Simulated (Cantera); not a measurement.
Input (Python, Cantera) and output of one run.

```python
import numpy as np
import cantera as ct

gas_names = """
    AL ALBr ALBr3 ALH ALN AL2 AL2Br6 Br Br2 H HBr H2 N NH NH2 NH3 N2 N2H2 N2H4
""".split()
cond_names = """
    AL(cr) AL(L) ALBr3(s) ALBr3(L) ALN(s) Br2(cr) Br2(L)
""".split()


# ... load() reads the species with a 1 bar reference pressure and builds the phases ...
atoms = {
    'AlBr3': {'AL': 1, 'Br': 3},
    'NH3': {'N': 1, 'H': 3},
    'H2': {'H': 2},
}
top_T = {'ALN(s)': 2750}  # K; cautious upper limits of use, not melting points


# ... equilibrate(T, P, feed) seeds the gas with the atoms and calls Mixture.equilibrate('TP', solver="vcs", rtol=1e-11, max_steps=5000) ...
results = []
feed = {'AlBr3': 1, 'NH3': 0.23, 'H2': 170}  # mol
P = 56  # Pa
for T in [1450, 1500, 1550, 1600, 1650, 1700, 1750, 1800, 1850]:
    mix = equilibrate(T, P, feed)
    results.append((T, P, feed, dict(zip(mix.species_names, mix.species_moles))))

top = {s: max(r[3][s] / sum(r[3][g] for g in gas_names) for r in results) for s in gas_names}
cols = sorted((s for s in top if top[s] > 1e-06), key=lambda s: -top[s])[:5]
seen = [c for c in cond_names if any(r[3].get(c, 0) > 1e-12 for r in results)]
print("log10 of partial pressures in bar; condensed amounts in mol")
print(f"{'T/K':>10s}" + "".join(f"{s[:9]:>10s}" for s in cols + seen))
for T, P, feed, n in results:
    ng = sum(n[g] for g in gas_names)
    print(f"{T:10.4g}" + "".join(f"{np.log10(max(n[s] / ng * P / 1e5, 1e-99)):10.3f}" for s in cols)
          + "".join(f"{n.get(c, 0):10.4g}" for c in seen))
```

Output:

```
log10 of partial pressures in bar; condensed amounts in mol
       T/K        H2         H       HBr      ALBr        Br
      1450    -3.260    -6.654    -5.212    -5.492    -6.519
      1500    -3.260    -6.384    -5.220    -5.490    -6.343
      1550    -3.260    -6.132    -5.234    -5.490    -6.183
      1600    -3.261    -5.895    -5.253    -5.491    -6.040
      1650    -3.261    -5.672    -5.278    -5.493    -5.911
      1700    -3.262    -5.463    -5.308    -5.497    -5.797
      1750    -3.264    -5.265    -5.344    -5.504    -5.696
      1800    -3.266    -5.079    -5.385    -5.516    -5.607
      1850    -3.270    -4.904    -5.429    -5.535    -5.528
```

Cantera equilibrium calculation (NASA polynomials, part measured and part estimated; ideal gas, pure solids and liquids).
